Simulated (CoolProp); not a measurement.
Vapour-liquid equilibrium of R143a (1) + R1234yf (2) at 189 K; x and y are mole fractions of (1).

Model: multi-fluid Helmholtz-energy mixture model, Lemmon and Jacobsen 2000 and Lemmon 2022; pair parameters Bell 2016, in CoolProp.

```csv
x,"bubble pressure, mixture model (MPa)","bubble pressure, Raoult's law (MPa)","y, mixture model","y, Raoult's law"
0.05,…,0.004321,0.155,0.136
0.125,0.005119,0.004908,0.325,0.299
0.2,0.005779,0.005496,0.450,0.428
0.275,0.006406,0.006083,0.547,0.532
0.35,…,0.006670,0.626,0.617
0.425,0.007588,0.007257,0.691,0.689
0.5,0.008153,0.007844,…,0.750
0.575,0.008706,0.008432,0.795,0.802
0.65,0.009251,0.009019,0.839,0.847
0.725,…,0.009606,…,0.888
0.8,0.01033,0.01019,0.915,0.923
0.875,0.01086,0.01078,0.948,0.954
0.95,0.01140,0.01137,0.980,0.983
```

**Question.** Complete the blanks.

**Answer.** 
- 0.05, bubble pressure, mixture model (MPa): 0.004421
- 0.35, bubble pressure, mixture model (MPa): 0.007007
- 0.5, y, mixture model: 0.747
- 0.725, bubble pressure, mixture model (MPa): 0.009790
- 0.725, y, mixture model: 0.879

The largest gap from Raoult's law is +5.3 % in bubble pressure, at x = 0.275. No azeotrope shows between x = 0.05 and 0.95.

The pair parameters rest on a limited set of measurements; away from them the model extrapolates.
